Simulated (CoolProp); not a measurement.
Sulfur dioxide along the isobar 5360 kPa: Z from the reference equation and from simpler models built on Tc = 157.5 °C, pc = 7887 kPa, ω = 0.256; each cubic takes its own stable root.

The numbers come from the reference Helmholtz-energy equation of state, Gao 2016 in CoolProp.

| T (°C) | phase | reference |
|---|---|---|
| -50.65 | liquid | 0.1181 |
| -36.55 | liquid | 0.1136 |
| -22.55 | liquid | 0.1098 |
| -8.45 | liquid | 0.1065 |
| 5.55 | liquid | 0.1037 |
| 19.55 | liquid | 0.1013 |
| 33.65 | liquid | 0.09945 |
| 47.65 | liquid | 0.09804 |
| 61.65 | liquid | 0.09710 |
| 75.75 | liquid | 0.09672 |
| 89.75 | liquid | 0.09702 |
| 103.85 | liquid | 0.09828 |
| 117.85 | liquid | 0.1011 |
| 131.85 | liquid | 0.1074 |
| 145.95 | gas | 0.6516 |
| 159.95 | gas | 0.7116 |

Problem. How far does each simpler model (van der Waals, Redlich-Kwong, Soave-Redlich-Kwong, Peng-Robinson) lie from the reference over these 16 states: mean and median of the absolute difference, and the worst?

Solution. 
- van der Waals: mean 88.7 %, median 67.0 %, worst +527.2 % at 131.85 °C and 5360 kPa
- Redlich-Kwong: mean 43.6 %, median 15.6 %, worst +469.6 % at 131.85 °C and 5360 kPa
- Soave-Redlich-Kwong: mean 12.0 %, median 12.0 %, worst +21.5 % at 131.85 °C and 5360 kPa
- Peng-Robinson: mean 1.6 %, median 1.2 %, worst +7.6 % at 131.85 °C and 5360 kPa

At some of these states van der Waals, Redlich-Kwong gives the other phase, because its saturation line lies elsewhere.
